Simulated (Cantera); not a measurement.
Input (Python, Cantera) and output of one run.

```python
import numpy as np
import cantera as ct

gas_names = [...]  # 77 gases of nasa_gas.yaml made of C, H, Ti
cond_names = """
    C(gr) C6H6(L) C7H8(L) C8H18(L),n-octa Ti(a) Ti(b) Ti(L) TiC(s) TiC(L)
""".split()


# ... load() reads the species with a 1 bar reference pressure and builds the phases ...
atoms = {
    'Ti': {'Ti': 1},
    'CH4': {'C': 1, 'H': 4},
    'H2': {'H': 2},
}
top_T = {'C(gr)': 4500}  # K; cautious upper limits of use, not melting points


# ... equilibrate(T, P, feed) seeds the gas with the atoms and calls Mixture.equilibrate('TP', solver="vcs", rtol=1e-11, max_steps=5000) ...
results = []
T = 1275  # K
P = 9600  # Pa
for m in [0.15, 0.19, 0.24, 0.29, 0.37, 0.45, 0.56, 0.7, 0.87, 1.1, 1.3, 1.7]:
    feed = {'Ti': 1, 'CH4': m, 'H2': 45}  # mol
    mix = equilibrate(T, P, feed)
    results.append((T, P, feed, dict(zip(mix.species_names, mix.species_moles))))

top = {s: max(r[3][s] / sum(r[3][g] for g in gas_names) for r in results) for s in gas_names}
cols = sorted((s for s in top if top[s] > 0.001), key=lambda s: -top[s])[:7]
seen = [c for c in cond_names if any(r[3].get(c, 0) > 1e-12 for r in results)]
print("log10 of partial pressures in bar; condensed amounts in mol")
print(f"{'n(CH4)':>10s}" + "".join(f"{s[:9]:>10s}" for s in cols + seen))
for T, P, feed, n in results:
    ng = sum(n[g] for g in gas_names)
    print(f"{feed['CH4']:10.4g}" + "".join(f"{np.log10(max(n[s] / ng * P / 1e5, 1e-99)):10.3f}" for s in cols)
          + "".join(f"{n.get(c, 0):10.4g}" for c in seen))
```

It prints:

```
log10 of partial pressures in bar; condensed amounts in mol
    n(CH4)        H2     C(gr)     Ti(b)    TiC(s)
      0.15    -1.018         0      0.85      0.15
      0.19    -1.018         0      0.81      0.19
      0.24    -1.018         0      0.76      0.24
      0.29    -1.018         0      0.71      0.29
      0.37    -1.018         0      0.63      0.37
      0.45    -1.018         0      0.55      0.45
      0.56    -1.018         0      0.44      0.56
       0.7    -1.018         0       0.3       0.7
      0.87    -1.018         0      0.13      0.87
       1.1    -1.018   0.05806         0         1
       1.3    -1.018    0.2577         0         1
       1.7    -1.018     0.657         0         1
```

Equilibrium computed with Cantera from the NASA thermochemical tables; the gas is ideal and each condensed phase is pure. Mutual solubility and eutectic melting of coexisting phases are not modelled. TiC: taken at fixed stoichiometry. Condensed phases not in the tables: N, O or C dissolved in the metal.
